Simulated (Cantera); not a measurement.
An adiabatic, constant-volume homogeneous reactor starts with CO : H2 : CH4 : O2 : N2 : CO2 = 1 : 0.031 : 0.27 : 1.19 : 3.91 : 0.42 (molar parts), equivalence ratio 0.89, at 1425 K and 0.550 bar. Integrator tolerance rtol = 1e-08.

Detailed kinetics in Cantera: GRI-Mech 3.0 (53 species, 325 reactions).

Task: What does this change do: constant pressure in place of constant volume?

Result: 
| quantity | before | after |
|---|---|---|
| time of steepest temperature rise | 1.22 ms | 1.26 ms |
| temperature at 0.500 s | 2730 K | 2604 K |
| equilibrium temperature | 2730 K | 2604 K |
| x(CO) at 0.500 s | 0.0839 (gas-phase equilibrium 0.0839) | 0.0719 (gas-phase equilibrium 0.0719) |
| x(H2) at 0.500 s | 0.00511 (gas-phase equilibrium 0.00511) | 0.00444 (gas-phase equilibrium 0.00444) |
| x(CH4) at 0.500 s | <1e-12 (gas-phase equilibrium <1e-12) | <1e-12 (gas-phase equilibrium <1e-12) |
| x(C2H) at 0.500 s | <1e-12 (gas-phase equilibrium <1e-12) | <1e-12 (gas-phase equilibrium <1e-12) |
| x(HO2) at 0.500 s | 7.12e-6 (gas-phase equilibrium 7.12e-6) | 4.44e-6 (gas-phase equilibrium 4.44e-6) |

Task: What does this change do: initial temperature 1425 to 1600 K?

Result: 
| quantity | before | after |
|---|---|---|
| time of steepest temperature rise | 1.22 ms | 0.386 ms |
| temperature at 0.500 s | 2730 K | 2766 K |
| equilibrium temperature | 2730 K | 2766 K |
| x(CO) at 0.500 s | 0.0839 (gas-phase equilibrium 0.0839) | 0.0932 (gas-phase equilibrium 0.0932) |
| x(H2) at 0.500 s | 0.00511 (gas-phase equilibrium 0.00511) | 0.00576 (gas-phase equilibrium 0.00576) |
| x(CH4) at 0.500 s | <1e-12 (gas-phase equilibrium <1e-12) | <1e-12 (gas-phase equilibrium <1e-12) |
| x(C2H) at 0.500 s | <1e-12 (gas-phase equilibrium <1e-12) | <1e-12 (gas-phase equilibrium <1e-12) |
| x(HO2) at 0.500 s | 7.12e-6 (gas-phase equilibrium 7.12e-6) | 7.68e-6 (gas-phase equilibrium 7.68e-6) |
